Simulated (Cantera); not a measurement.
A closed system holds: 1 mol C2F6, 0.17 mol HCl, equilibrated at 1898 K.

Method: chemical equilibrium by Gibbs-energy minimisation in Cantera with the NASA 1993 tables (ideal gas, pure condensed phases). Candidate condensed phases: C, C6H6, C7H8, C8H18; 118 gas species. The feed counts by its element totals alone. Gases not in the tables: C2F6 and larger saturated fluorocarbons. Equilibrium is a limit: real reactors are often held back by kinetics, nucleation or transport.

Problem. What share of the C ends up in condensed phases as a function of P (Pa), at 1, 5.20, 27, 140, 720, 3700, 19000, 100000?

Solution. 
```
P (Pa)  C condensed (%)           as
------  ---------------  -----------
1                  54.9  C(graphite)
5.20               22.1  C(graphite)
27                 20.3  C(graphite)
140                23.3  C(graphite)
720                25.2  C(graphite)
3700               26.2  C(graphite)
19000              26.5  C(graphite)
100000             26.5  C(graphite)
```
